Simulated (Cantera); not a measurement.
A freely propagating, adiabatic, planar premixed flame of H2 : O2 : N2 : H2O = 1 : 0.5 : 1.88 : 0.098 (molar parts), equivalence ratio 1.0, unburnt at 550 K and 225 Torr; mixture-averaged transport, grid criteria slope 0.08 and curve 0.16, no radiation.

Computed with Cantera and the H2/O2 subset of GRI-Mech 3.0, which has no nitrogen chemistry. Burning velocities carry a grid error of a few per cent, more on coarse grids.

**Question.** How do the results move with these cheaper or finer settings: unity-Lewis-number transport; multicomponent transport; multicomponent+Soret transport; grid criteria slope 0.5, curve 1; grid criteria slope 0.25, curve 0.5; grid criteria slope 0.03, curve 0.06?

**Answer.** 
| setting | laminar burning velocity | thermal thickness | peak x(O) | peak x(H2O2) | grid points |
|---|---|---|---|---|---|
| as above | 557 cm/s | 2.16 mm | 0.0134 | 6.80e-6 | 137 |
| unity-Lewis-number transport | 356 cm/s | 1.60 mm | 0.0137 | 3.19e-6 | 128 |
| multicomponent transport | 547 cm/s | 2.15 mm | 0.0134 | 6.85e-6 | 137 |
| multicomponent+Soret transport | 521 cm/s | 2.12 mm | 0.0133 | 7.08e-6 | 138 |
| grid criteria slope 0.5, curve 1 | 686 cm/s | 2.91 mm | 0.0137 | 5.18e-6 | 47 |
| grid criteria slope 0.25, curve 0.5 | 587 cm/s | 2.38 mm | 0.0135 | 6.00e-6 | 73 |
| grid criteria slope 0.03, curve 0.06 | 547 cm/s | 2.10 mm | 0.0133 | 7.14e-6 | 292 |
Unity Lewis numbers drop preferential diffusion, which matters most where H2 and H carry the flame; Soret adds thermal diffusion.
